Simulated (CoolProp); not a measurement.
Vapour-liquid equilibrium of carbon dioxide (1) + CH3F (R41) (2) at 3.12 MPa; x and y are mole fractions of (1).

Model: multi-fluid Helmholtz-energy mixture model, Span 1996 and Lemmon 2006; pair parameters Bell 2016, in CoolProp.

| x | bubble temperature, mixture model (K) | bubble temperature, Raoult's law (K) | y, mixture model | y, Raoult's law |
|---|---|---|---|---|
| 0.05 | 288.4 | 288.3 | 0.066 | 0.082 |
| 0.125 | 286.6 | 286.3 | 0.161 | 0.195 |
| 0.2 | 284.9 | 284.4 | 0.251 | 0.298 |
| 0.275 | 283.3 | 282.6 | 0.338 | 0.392 |
| 0.35 | 281.7 | 280.9 | 0.421 | 0.478 |
| 0.425 | 280.2 | 279.3 | 0.500 | 0.557 |
| 0.5 | 278.7 | 277.8 | 0.577 | 0.630 |
| 0.575 | 277.2 | 276.3 | 0.650 | 0.698 |
| 0.65 | 275.8 | 274.9 | 0.721 | 0.760 |
| 0.725 | 274.3 | 273.5 | 0.788 | 0.818 |
| 0.8 | 272.9 | 272.2 | 0.851 | 0.872 |
| 0.875 | 271.4 | 271.0 | 0.911 | 0.923 |
| 0.95 | 270.0 | 269.8 | 0.966 | 0.970 |

The largest gap from Raoult's law is +0.9 K in bubble temperature, at x = 0.575. No azeotrope shows between x = 0.05 and 0.95.

Pair parameters are fitted to limited data, so mixtures are less certain than the pure fluids.
